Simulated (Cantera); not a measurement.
Feed: 1 mol CO, 0.016 mol O2, equilibrated at 7900000 Pa.

Cantera equilibrium calculation (NASA polynomials, part measured and part estimated; ideal gas, pure solids and liquids). Candidate condensed phases: C; 12 gas species. The ideal-gas law is rough above about 30 bar. Rates play no part. All values below are at 2275 K.

Base state: CO 0.968, CO2 0.0320 (mole fractions); condensed: gas only.

Problem. What changes in the equilibrium state with this change: 0.18 mol H2S added?

Solution. 
```json
[
 {"species": "CO", "before": "0.968", "after": "0.777"},
 {"species": "H2", "before": "0", "after": "0.0868"},
 {"species": "H2S", "before": "0", "after": "0.0449"},
 {"species": "S2", "before": "0", "after": "0.0362"},
 {"species": "COS", "before": "0", "after": "0.0153"},
 {"species": "H2O", "before": "0", "after": "0.0111"},
 {"species": "CO2", "before": "0.0320", "after": "0.0179"},
 {"species": "SH", "before": "0", "after": "0.00685"},
 {"species": "CS2", "before": "0", "after": "0.00304"},
 {"species": "S", "before": "0", "after": "0.000332"},
 {"species": "H", "before": "0", "after": "0.000281"},
 {"species": "CS", "before": "0", "after": "0.000227"}
]
```
Further candidate phases: C6H6, C7H8, C8H18, H2O, H2SO4, S.

Problem. What changes in the equilibrium state with this change: CO replaced by C2H4?

Solution. 
```
species           before     after
----------------  ------  --------
H2                     0     0.962
CH4                    0    0.0164
CO                 0.968    0.0160
CO2               0.0320   1.64e-7
C2H2 (acetylene)       0   0.00366
H                      0  0.000937
C2H4                   0  0.000487
C(graphite), mol       0      1.92
```
Further candidate phases: C6H6, C7H8, C8H18, H2O.
